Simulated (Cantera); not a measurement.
Feed: 1 mol SiH2Cl2, 1.6 mol N2, 0.62 mol H2, held at 85.0 Pa.

Method: chemical equilibrium by Gibbs-energy minimisation in Cantera with the NASA 1993 tables (ideal gas, pure condensed phases). Candidate condensed phases: NH4Cl, Si, Si3N4; 28 gas species. N2 is the only nitrogen source here; it is nearly inert below about 1500 K, so the nitride shown seldom forms there in practice. The tables' values for SiCl3 are old estimates; treat these amounts as uncertain. The numbers say what is thermodynamically allowed, not how fast it happens. All values below are at 1027 °C.

Base state: HCl 0.414, N2 0.293, H2 0.241, SiCl2 0.0301, SiCl4 0.0133, SiCl3 0.00822, SiHCl3 0.000353, Cl 2.70e-5 (mole fractions); condensed: Si3N4(s).

Q: What changes in the equilibrium state with this change: pressure from 85.0 Pa to 1000 Pa?

A: 
```
species          before     after
-------------  --------  --------
HCl               0.414     0.418
N2                0.293     0.292
H2                0.241     0.249
SiCl2            0.0301   0.00575
SiCl4            0.0133    0.0295
Cl              2.70e-5   7.82e-6
H               1.86e-5   5.52e-6
SiHCl3         0.000353  0.000801
Si3N4(s), mol     0.271     0.285
```

Q: What changes in the equilibrium state with this change: H2 from 0.62 to 13 mol?

A: 
| species | before | after |
|---|---|---|
| H2 | 0.241 | 0.817 |
| HCl | 0.414 | 0.121 |
| N2 | 0.293 | 0.0600 |
| SiCl4 | 0.0133 | 2.40e-5 |
| SiCl2 | 0.0301 | 0.00217 |
| SiCl3 | 0.00822 | 9.35e-5 |
| SiHCl3 | 0.000353 | 7.40e-6 |
| Si3N4(s), mol | 0.271 | 0.321 |
